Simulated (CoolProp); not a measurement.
Model: reference Helmholtz-energy equation of state, Lemmon 2006, in CoolProp. It is a short technical equation, of lower accuracy than the large ones.

Problem. For carbonyl sulfide, give the phase and the Z, cv (kJ/(kg K)) at -23.65 °C and 0.339 MPa; 48.15 °C and 0.339 MPa.

Solution. 
- -23.65 °C and 0.339 MPa: liquid; Z 0.00880, cv 0.702
- 48.15 °C and 0.339 MPa: gas; Z 0.970, cv 0.581
